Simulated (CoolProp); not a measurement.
Carbon monoxide along the isobar 17600 kPa: Z from the reference equation and from simpler models built on Tc = 132.9 K, pc = 3498 kPa, ω = 0.050; each cubic takes its own stable root.

Model: reference Helmholtz-energy equation of state, Lemmon 2006, in CoolProp. It is a short technical equation, of lower accuracy than the large ones.

| T (K) | phase | reference |
|---|---|---|
| 106.2 | liquid | 0.7546 |
| 129.3 | liquid | 0.7083 |
| 152.5 | supercritical | 0.7136 |
| 175.7 | supercritical | 0.7648 |
| 198.8 | supercritical | 0.8384 |
| 222 | supercritical | 0.9056 |
| 245.2 | supercritical | 0.9568 |
| 268.3 | supercritical | 0.9935 |

**Question.** How far does each simpler model (van der Waals, Redlich-Kwong, Soave-Redlich-Kwong) lie from the reference over these 8 states: mean and median of the absolute difference, and the worst?

**Answer.** 
- van der Waals: mean 14.1 %, median 8.0 %, worst +36.2 % at 106.2 K and 17600 kPa
- Redlich-Kwong: mean 1.1 %, median 1.1 %, worst -2.1 % at 268.3 K and 17600 kPa
- Soave-Redlich-Kwong: mean 2.4 %, median 2.7 %, worst +3.7 % at 198.8 K and 17600 kPa
